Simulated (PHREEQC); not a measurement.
**Buffer: an equilibrium model**

Make-up at 80 °C: 0.0029 mol KHCO3, 0.0063 mol Na2CO3 and 0.13 mol NaCl per kg of water. Closed to the air; pH follows from the charge balance.

Equilibrium calculation in PHREEQC: ion-association model, phreeqc.dat.

This is a speciation only: nothing precipitates in the calculation.

Q: Predict the pH, specific conductance, density.

A: pH 9.04; specific conductance 34700 µS/cm; density 0.978 g/cm³.

Q: In which forms is Na present?

A: Na+ 96 %, NaCO3- 3.7 % of the Na.

Constants without temperature data keep their 25 °C values here.
